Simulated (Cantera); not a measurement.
## Thermodynamics of silicon oxide and oxynitride deposition, feed HMDSO + O2 + H2 + NO

Feed: 1 mol HMDSO, 17 mol O2, a varied amount of H2, 0.13 mol NO, held at 277 °C and 75.0 Torr.

These are equilibrium values from Cantera (NASA tables, ideal gas, pure condensed phases), not measurements of a reactor. Candidate condensed phases: C, C6H6, C7H8, C8H18, H2O, Si, SiC, SiO2, Si2N2O, Si3N4; 151 gas species. The feed counts by its element totals alone. Rates play no part.

From 6.7 mol H2 to 42 mol H2 the condensed part is SiO2(α-quartz).

```
n(H2) (mol)  log p H2O  log p CO2  log p H2  log p CH4  log p O2  log p N2  n SiO2(α-quartz)
-----------  ---------  ---------  --------  ---------  --------  --------  ----------------
6.7              -1.17      -1.59      <-13       <-13     -2.14     -3.56              2.00
7.8              -1.16      -1.60      <-13       <-13     -2.31     -3.57              2.00
9.1              -1.13      -1.61      <-13       <-13     -2.68     -3.58              2.00
11               -1.13      -1.64     -2.62      -3.63      <-13     -3.60              2.00
12               -1.13      -1.66     -2.47      -3.04      <-13     -3.61              2.00
14               -1.13      -1.72     -2.35      -2.62      <-13     -3.63              2.00
17               -1.13      -1.80     -2.26      -2.35      <-13     -3.66              2.00
20               -1.13      -1.89     -2.20      -2.20      <-13     -3.68              2.00
23               -1.13      -1.99     -2.15      -2.09      <-13     -3.70              2.00
27               -1.13      -2.15     -2.09      -2.00      <-13     -3.73              2.00
31               -1.13      -2.35     -2.02      -1.94      <-13     -3.76              2.00
36               -1.14      -2.73     -1.92      -1.89      <-13     -3.80              2.00
42               -1.17      -3.53     -1.73      -1.89      <-13     -3.85              2.00
```
log p: log10 of the partial pressure in bar; n: condensed amount in mol.
